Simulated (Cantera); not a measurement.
A perfectly stirred reactor is fed with C2H6 : N2 = 1 : 81 (molar parts), at 0.000110 bar; it is held at 1498 K, and followed from long to short residence time.

Detailed kinetics in Cantera: GRI-Mech 3.0 (53 species, 325 reactions). GRI-Mech 3.0 stops at C3 and has no aromatics, soot or wall deposition, so with more carbon than oxygen in the feed, carbon stays in small species such as C2H2 where larger ones or solid carbon would form. Radical loss at walls, strong at low pressure, is not modelled.

One state of this run: x C2H6 = 0.00484; x H2 = 0.00553; x CH3 = 0.00299; x CH2 = 7.59e-6; x C2H2 = 0.00107; x CH4 = 0.00115. x: mole fraction; the columns are a selection and need not sum to one.

Q: Which value of τ (s) does it belong to?
(A) 0.95
(B) 7.4
(C) 0.12
(D) 0.48

A: D, 0.48
